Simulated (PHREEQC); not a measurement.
Solution (25 °C): 0.19 mol HF and 0.00049 mol NH4HF2 per kg of water. Closed to the air; pH follows from the charge balance.

Model: ion-association model, wateq4f.dat, run in PHREEQC.

Each row changes one thing in this solution. This is a speciation only: nothing precipitates in the calculation.

```csv
case,pH,ionic strength (mol/kgw),HF (mol/kgw),H2F2 (mol/kgw),F- (mol/kgw),HF2- (mol/kgw)
as made,1.99,0.0117,0.111,0.0323,0.00818,0.00350
NH4HF2 from 0.00049 to 9.8e-05 mol/kgw,1.99,0.0115,0.111,0.0322,0.00803,0.00343
NH4HF2 left out,1.98,0.0114,0.111,0.0321,0.00800,0.00341
temperature from 25 to 35 °C,2.00,0.0115,0.122,0.0269,0.00764,0.00382
0.0079 mol/kgw (NH4)2HPO4 added,2.21,0.0233,0.107,0.0299,0.0134,0.00552
NH4HF2 replaced by CsF at the same molality,1.99,0.0117,0.111,0.0322,0.00818,0.00349
temperature from 25 to 60 °C,2.05,0.0104,0.147,0.0148,0.00629,0.00407
NH4HF2 from 0.00049 to 0.0049 mol/kgw,2.07,0.0144,0.114,0.0337,0.0100,0.00439
0.069 mol/kgw NaOH added,2.92,0.0696,0.0748,0.0148,0.0539,0.0157
```

wateq4f.dat counts part of the HF as a dimer, H2F2, which phreeqc.dat doesn't know; its constant is uncertain. H3PO4, which wateq4f.dat lacks, is added to it with the constant of phreeqc.dat. At this temperature some constants are extrapolated from 25 °C, and those without enthalpy data are left unchanged.
